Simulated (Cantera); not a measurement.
Input: 1 mol SiC, 0.5 mol H₂O, a varied amount of N₂, 0.21 mol O₂, at 1125 K and 0.000110 bar.

Equilibrium computed with Cantera from the NASA thermochemical tables; the gas is ideal and each condensed phase is pure. Candidate condensed phases: C, C₆H₆, C₇H₈, C₈H₁₈, H₂O, Si, SiC, SiO₂, Si₂N₂O, Si₃N₄; 151 gas species. N₂ is the only nitrogen source here; it is nearly inert below about 1500 K, so the nitride shown seldom forms there in practice. Equilibrium is a limit: real reactors are often held back by kinetics, nucleation or transport.

x: gas mole fraction; n: condensed amount in mol.

```
n(N₂) (mol)   x N₂     x H₂      x CO  x HCN      x H  n C(graphite)  n Si₂N₂O(s)
-----------  -----  -------  --------  -----  -------  -------------  -----------
3.7          0.777    0.121     0.102    ___  1.48e-6          0.580        0.500
5.5          0.845   0.0845    0.0709    ___  1.23e-6          0.580        0.500
8.1          0.892   0.0587    0.0493    ___  1.03e-6          0.580        0.500
12           0.926   0.0403    0.0338    ___  8.50e-7          0.580        0.500
18           0.950   0.0271    0.0228    ___  6.98e-7          0.580        0.500
27           0.966   0.0182    0.0153    ___  5.72e-7          0.580        0.500
40           0.977   0.0124    0.0104    ___  4.71e-7          0.580        0.500
59           0.985  0.00841   0.00707    ___  3.89e-7          0.580        0.500
88           0.990  0.00565   0.00475    ___  3.19e-7          0.580        0.500
130          0.993  0.00383   0.00322    ___  2.62e-7          0.580        0.500
190          0.995  0.00262   0.00221    ___  2.17e-7          0.580        0.500
290          0.997  0.00172   0.00145    ___  1.76e-7          0.580        0.500
430          0.998  0.00116  0.000976    ___  1.44e-7          0.580        0.500
```

Task: Fill in the missing entries.

Result: 
- 3.7, x HCN: 9.42e-6
- 5.5, x HCN: 8.20e-6
- 8.1, x HCN: 7.02e-6
- 12, x HCN: 5.93e-6
- 18, x HCN: 4.93e-6
- 27, x HCN: 4.07e-6
- 40, x HCN: 3.37e-6
- 59, x HCN: 2.79e-6
- 88, x HCN: 2.30e-6
- 130, x HCN: 1.89e-6
- 190, x HCN: 1.57e-6
- 290, x HCN: 1.27e-6
- 430, x HCN: 1.04e-6
